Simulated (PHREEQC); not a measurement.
Consider water at 25 °C with 3 mmol/kgw HF, 9.2 mmol/kgw (CH3)4NF and 0.72 mmol/kgw H2SiF6. Closed to the air; pH follows from the charge balance.

All values are PHREEQC results (ion-association model, phreeqc.dat), not measurements.

This is a speciation only: nothing precipitates in the calculation.

Order these F species by the share of F that they hold, largest first: HF2-, HF, SiF6-2, F-.

F- (49 %), SiF6-2 (26 %), HF (24 %), HF2- (1.5 %)

The pH is 3.44 and the ionic strength 0.0103 mol/kgw. (CH3)4N+ isn't in the database: it is added as a free cation with an ion size of 4 Å. SiF6-2 is the database's only silicon fluoride.
